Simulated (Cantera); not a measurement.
Cantera run, input and output.

```python
import numpy as np
import cantera as ct

gas = ct.Solution("gri30.yaml")
gas.TPX = 2625, 5400, {'CH4': 0.04, 'H2': 1, 'N2': 0.0039}
reactor = ct.IdealGasConstPressureReactor(gas, energy="off", clone=False)
net = ct.ReactorNet([reactor])
net.rtol, net.atol = 1e-08, 1e-18
show = ['CH4', 'H2', 'H', 'C2H', 'CH2']
times = np.geomspace(0.0004, 80, 10)

steps = ct.SolutionArray(gas, extra=["t"])
rows = []
print(f"{'t/s':>10s}{'T/K':>9s}{'P/Pa':>11s}" + "".join(f"{s:>11s}" for s in show))
for t in times:
    while net.time < t:
        t_next = net.step()
        steps.append(gas.state, t=t_next)
    rows.append([np.interp(t, steps.t, y) for y in (steps.T, steps.P, *steps(*show).X.T)])
    print(f"{t:10.3e}{rows[-1][0]:9.1f}{rows[-1][1]:11.4g}" + "".join(f"{x:11.3e}" for x in rows[-1][2:]))
rate = np.gradient(steps.T, steps.t)
print("integrator steps:", len(steps.t))
if steps.T.max() > steps.T[0] + 200:
    print(f"time of steepest temperature rise: {steps.t[rate.argmax()]:.4e} s")
gas.TPX = 2625, 5400, {'CH4': 0.04, 'H2': 1, 'N2': 0.0039}
gas.equilibrate("TP")
print(f"equilibrium (TP): T = {gas.T:.1f} K  " + "  ".join(f"{s} {gas[s].X[0]:.3e}" for s in show))
```

Output:

```
       t/s      T/K       P/Pa        CH4         H2          H        C2H        CH2
 4.000e-04   2625.0       5400  5.926e-03  9.338e-01  3.917e-02  4.958e-05  2.282e-04
 1.553e-03   2625.0       5400  5.132e-04  9.233e-01  5.466e-02  9.439e-05  5.076e-05
 6.027e-03   2625.0       5400  4.736e-05  9.016e-01  7.717e-02  1.383e-04  1.019e-05
 2.339e-02   2625.0       5400  9.360e-06  8.556e-01  1.237e-01  2.272e-04  5.731e-06
 9.080e-02   2625.0       5400  4.724e-06  8.159e-01  1.639e-01  3.069e-04  5.556e-06
 3.524e-01   2625.0       5400  4.572e-06  8.137e-01  1.661e-01  3.101e-04  5.550e-06
 1.368e+00   2625.0       5400  4.565e-06  8.137e-01  1.661e-01  3.062e-04  5.541e-06
 5.310e+00   2625.0       5400  4.524e-06  8.137e-01  1.661e-01  2.974e-04  5.492e-06
 2.061e+01   2625.0       5400  4.442e-06  8.137e-01  1.660e-01  2.843e-04  5.392e-06
 8.000e+01   2625.0       5400  4.388e-06  8.137e-01  1.660e-01  2.765e-04  5.326e-06
integrator steps: 2005
equilibrium (TP): T = 2625.0 K  CH4 4.438e-06  H2 8.137e-01  H 1.660e-01  C2H 2.758e-04  CH2 5.387e-06
```

Model: GRI-Mech 3.0 (53 species, 325 reactions), integrated in Cantera. GRI-Mech 3.0 stops at C3 and has no aromatics, soot or wall deposition, so with more carbon than oxygen in the feed, carbon stays in small species such as C2H2 where larger ones or solid carbon would form.
